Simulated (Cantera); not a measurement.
Input: 1 mol C, 0.12 mol NH3, held at 1577 °C.

These are equilibrium values from Cantera (NASA tables, ideal gas, pure condensed phases), not measurements of a reactor. Candidate condensed phases: C, C6H6, C7H8, C8H18; 92 gas species. Rates play no part.

### Question
At 46.0 mbar, list the 6 most abundant gas species with their mole fractions, and the condensed phases.

### Answer
H2 0.746, N2 0.248, HCN 0.00335, H 0.00217, C2H2 (acetylene) 0.000195, HNC 0.000142. Condensed: C(graphite).
